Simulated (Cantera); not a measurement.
What does this Cantera script print?

```python
import numpy as np
import cantera as ct

gas_names = [...]  # 110 gases of nasa_gas.yaml made of C, H, O
cond_names = """
    C(gr) C6H6(L) C7H8(L) C8H18(L),n-octa H2O(s) H2O(L)
""".split()


# ... load() reads the species with a 1 bar reference pressure and builds the phases ...
atoms = {
    'C2H4': {'C': 2, 'H': 4},
    'CO2': {'C': 1, 'O': 2},
    'H2': {'H': 2},
    'O2': {'O': 2},
}
top_T = {'C(gr)': 4500}  # K; cautious upper limits of use, not melting points


# ... equilibrate(T, P, feed) seeds the gas with the atoms and calls Mixture.equilibrate('TP', solver="vcs", rtol=1e-11, max_steps=5000) ...
results = []
feed = {'C2H4': 1, 'CO2': 0.041, 'H2': 11, 'O2': 0.036}  # mol
T = 2450  # K
P = 550000  # Pa
mix = equilibrate(T, P, feed)
results.append((T, P, feed, dict(zip(mix.species_names, mix.species_moles))))
print(gas.report(threshold=1e-05))
for i in range(1, mix.n_phases):
    print(f"{mix.phase(i).name:16s} {mix.phase_moles(i):12.5e} mol")
```

Output:

```
       temperature   2450 K
          pressure   5.5e+05 Pa
           density   0.068332 kg/m^3
  mean mol. weight   2.5308 kg/kmol
   phase of matter   gas

                          1 kg             1 kmol
                     ---------------   ---------------
          enthalpy        2.8386e+07         7.184e+07  J
   internal energy        2.0337e+07        5.1469e+07  J
           entropy             72958        1.8464e+05  J/K
    Gibbs function       -1.5036e+08       -3.8054e+08  J
 heat capacity c_p             14212             35968  J/K
 heat capacity c_v             10927             27653  J/K

                      mass frac. Y      mole frac. X     chem. pot. / RT
                     ---------------   ---------------   ---------------
               CH3        0.00079311         0.0001335           -30.923
               CH4         0.0053498        0.00084394           -40.159
                CO           0.12913          0.011667           -36.586
    C2H2,acetylene          0.087095         0.0084654           -24.904
              C2H4        0.00043611        3.9342e-05           -43.375
              C4H2        0.00060221        3.0445e-05           -31.336
                 H          0.003361         0.0084386           -9.2357
                H2           0.77297           0.97036           -18.471
     [ +102 minor]        0.00026303        2.3988e-05

C(gr)             1.64740e+00 mol
```

Equilibrium computed with Cantera from the NASA thermochemical tables; the gas is ideal and each condensed phase is pure.
